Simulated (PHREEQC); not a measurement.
Dissolve 0.0077 mol HBr, 0.016 mol AlCl3 and 0.016 mol CuCl2 per kg of water at 77 °C. Closed to the air; pH follows from the charge balance.

All values are PHREEQC results (ion-association model, phreeqc.dat), not measurements.

```json
[
 {"quantity": "pH", "before": "2.20", "after": "2.96"},
 {"quantity": "ionic strength (mol/kgw)", "before": "0.139", "after": "0.129"},
 {"quantity": "Cl- (mol/kgw)", "before": "0.0739", "after": "0.0738"},
 {"quantity": "AlOH+2 (mol/kgw)", "before": "0.000215", "after": "0.00117"},
 {"quantity": "Al(OH)2+ (mol/kgw)", "before": "3.21e-6", "after": "0.000102"},
 {"quantity": "SI of Gibbsite (Al(OH)3)", "before": "-1.72", "after": "+0.54"}
]
```

Problem. Name the change that produced these shifts.
A) temperature from 77 to 50 °C
B) HBr left out
C) temperature from 77 to 10 °C
D) diluted 100-fold with water
E) 0.003 mol/kgw H2SO4 added

Solution. B, HBr left out

No solid was allowed to form. Some of these states are supersaturated (in Gibbsite (slow to form), for instance). Away from 25 °C the constants follow the database's enthalpies or fits; those with neither stay at their 25 °C values.
